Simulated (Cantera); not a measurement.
Feed: 1 mol HF, 0.58 mol H2, 0.18 mol O2, at 2.10 bar.

These are equilibrium values from Cantera (NASA tables, ideal gas, pure condensed phases), not measurements of a reactor. Candidate condensed phases: H2O; 22 gas species. The numbers say what is thermodynamically allowed, not how fast it happens. All values below are at 2027 °C.

Base state: HF 0.632, H2O 0.227, H2 0.138, H 0.00248, OH 0.000657, F 1.35e-5 (mole fractions); condensed: gas only.

Task: What changes in the equilibrium state with this change: O2 from 0.18 to 0.54 mol?

Result: 
```
species   before    after
-------  -------  -------
HF         0.632    0.544
H2O        0.227    0.310
O2       5.53e-6    0.134
H2         0.138  0.00121
HO2      5.44e-9  1.23e-5
O        8.06e-6  0.00125
```
